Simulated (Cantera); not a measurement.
What does this Cantera script print?

```python
import numpy as np
import cantera as ct

gas = ct.Solution("gri30.yaml")
gas.TPX = 475, 460000, {'CH4': 1, 'H2': 0.29, 'O2': 1.95, 'N2': 5.07}
flame = ct.FreeFlame(gas, width=0.014)
flame.set_refine_criteria(ratio=3, slope=0.08, curve=0.16)
flame.transport_model = "mixture-averaged"
flame.solve(loglevel=0, auto=True)
flame.transport_model = "multicomponent"
flame.soret_enabled = False
flame.solve(loglevel=0, refine_grid=True)
z, T = flame.grid, flame.T
thick = (T[-1] - T[0]) / np.gradient(T, z).max()
show = ['CH4', 'H2', 'O2', 'H2O2', 'CH3', 'NO']
print(f"laminar burning velocity  {flame.velocity[0] * 100:.3f} cm/s")
print(f"burnt temperature         {T[-1]:.1f} K")
print(f"thermal thickness         {thick * 1e3:.4f} mm")
print(f"grid points               {len(z)}")
z0 = z[flame.heat_release_rate.argmax()]
print(f"{'z/mm':>9s}{'T/K':>9s}{'u/(m/s)':>9s}" + "".join(f"{s:>11s}" for s in show))
rows = []
for k in (-3, -2, -1.5, -1, -0.5, -0.25, 0, 0.25, 0.5, 1, 2, 4, 8):
    zz = z0 + k * thick
    rows.append([k * thick, np.interp(zz, z, T), np.interp(zz, z, flame.velocity),
                 *(np.interp(zz, z, flame.X[gas.species_index(s)]) for s in show)])
    print(f"{rows[-1][0] * 1e3:9.3f}{rows[-1][1]:9.1f}{rows[-1][2]:9.3f}" + "".join(f"{x:11.3e}" for x in rows[-1][3:]))
```

Output:

```
laminar burning velocity  110.673 cm/s
burnt temperature         2631.3 K
thermal thickness         0.0692 mm
grid points               163
     z/mm      T/K  u/(m/s)        CH4         H2         O2       H2O2        CH3         NO
   -0.208    475.1    1.107  1.203e-01  3.501e-02  2.346e-01  9.745e-09  3.849e-09  1.678e-10
   -0.138    476.7    1.111  1.202e-01  3.532e-02  2.345e-01  1.868e-07  6.452e-08  3.279e-09
   -0.104    484.2    1.129  1.198e-01  3.578e-02  2.339e-01  1.199e-06  3.887e-07  2.189e-08
   -0.069    555.4    1.300  1.159e-01  3.688e-02  2.291e-01  1.222e-05  5.484e-06  2.949e-07
   -0.035   1071.2    2.543  8.391e-02  3.907e-02  1.861e-01  6.197e-05  4.665e-04  5.504e-06
   -0.017   1582.5    3.802  4.643e-02  4.015e-02  1.326e-01  2.479e-05  2.941e-03  1.440e-05
    0.000   2045.2    4.966  1.176e-02  3.777e-02  7.181e-02  5.453e-06  4.010e-03  2.980e-05
    0.017   2260.5    5.495  1.077e-03  3.090e-02  3.496e-02  1.436e-06  8.299e-04  5.150e-05
    0.035   2333.5    5.650  5.379e-05  2.663e-02  2.103e-02  8.180e-07  5.585e-05  6.949e-05
    0.069   2409.8    5.796  1.408e-07  2.480e-02  1.377e-02  6.357e-07  1.767e-07  9.026e-05
    0.138   2494.6    5.966  1.455e-11  2.325e-02  1.011e-02  5.183e-07  2.109e-11  1.187e-04
    0.277   2569.9    6.119  3.085e-14  2.114e-02  7.264e-03  4.271e-07  1.014e-13  1.673e-04
    0.554   2617.0    6.212  3.643e-14  1.964e-02  5.393e-03  3.636e-07  1.030e-13  2.501e-04
```

Model: GRI-Mech 3.0 (53 species, 325 reactions), integrated in Cantera. Burning velocities carry a grid error of a few per cent, more on coarse grids.
